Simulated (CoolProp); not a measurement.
Vapour-liquid equilibrium of CH2F2 (R32) (1) + R1234yf (2) at 259.4 K; x and y are mole fractions of (1).

Model: multi-fluid Helmholtz-energy mixture model, Tillner-Roth 1997 and Lemmon 2022; pair parameters Bell 2023, in CoolProp.

| x | bubble pressure, mixture model (kPa) | bubble pressure, Raoult's law (kPa) | y, mixture model | y, Raoult's law |
|---|---|---|---|---|
| 0.05 | 219.8 | 208.6 | 0.158 | 0.122 |
| 0.125 | 258.8 | 232.4 | 0.330 | 0.275 |
| 0.2 | 295.0 | 256.3 | 0.453 | 0.398 |
| 0.275 | 327.9 | 280.1 | 0.544 | 0.501 |
| 0.35 | 357.4 | 303.9 | 0.614 | 0.588 |
| 0.425 | 383.6 | 327.8 | 0.671 | 0.662 |
| 0.5 | 406.8 | 351.6 | 0.718 | 0.726 |
| 0.575 | 427.5 | 375.4 | 0.760 | 0.782 |
| 0.65 | 446.0 | 399.3 | 0.798 | 0.831 |
| 0.725 | 462.7 | 423.1 | 0.836 | 0.875 |
| 0.8 | 477.9 | 447.0 | 0.874 | 0.914 |
| 0.875 | 491.6 | 470.8 | 0.916 | 0.949 |
| 0.95 | 503.7 | 494.6 | 0.963 | 0.981 |

The largest gap from Raoult's law is +17.6 % in bubble pressure, at x = 0.35. No azeotrope shows between x = 0.05 and 0.95.

Pair parameters are fitted to limited data, so mixtures are less certain than the pure fluids.
